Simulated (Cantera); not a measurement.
**Hydrocarbon pyrolysis for carbon deposition**

An isothermal, constant-pressure homogeneous reactor starts with C2H6 : H2 = 1 : 4.4 (molar parts), at 1125 K and 140 Pa.

Detailed kinetics in Cantera: GRI-Mech 3.0 (53 species, 325 reactions). GRI-Mech 3.0 stops at C3 and has no aromatics, soot or wall deposition, so with more carbon than oxygen in the feed, carbon stays in small species such as C2H2 where larger ones or solid carbon would form. Radical loss at walls, strong at low pressure, is not modelled.

```csv
t (s),x C2H6,x H2,x CH3,x C2H4,x C2H2,x C2H
1.00e-6,0.185,0.815,2.14e-9,<1e-12,<1e-12,<1e-12
5.68e-6,0.185,0.815,1.21e-8,<1e-12,<1e-12,<1e-12
3.23e-5,0.185,0.815,6.86e-8,<1e-12,<1e-12,<1e-12
0.000184,0.185,0.815,3.80e-7,6.54e-11,<1e-12,<1e-12
0.00104,0.185,0.815,1.88e-6,2.41e-8,<1e-12,<1e-12
0.00593,0.185,0.815,5.57e-6,4.05e-6,1.97e-12,<1e-12
0.0337,0.185,0.815,1.02e-5,0.000258,4.73e-9,<1e-12
0.192,0.175,0.815,8.90e-5,0.00754,4.41e-6,<1e-12
1.09,0.0856,0.807,0.000139,0.0658,0.000589,1.55e-12
6.19,0.00368,0.798,2.38e-5,0.112,0.00687,8.71e-12
35.2,0.000118,0.800,4.18e-6,0.105,0.0153,3.62e-12
200,3.56e-5,0.803,2.30e-6,0.0896,0.0291,3.84e-12
```
x: mole fraction; the columns are a selection and need not sum to one.

Equilibrium at this temperature and pressure: C2H6 2.37e-6, H2 0.823, CH3 1.57e-6, C2H4 0.00519, C2H2 0.107, C2H 1.17e-11 (gas phase only).
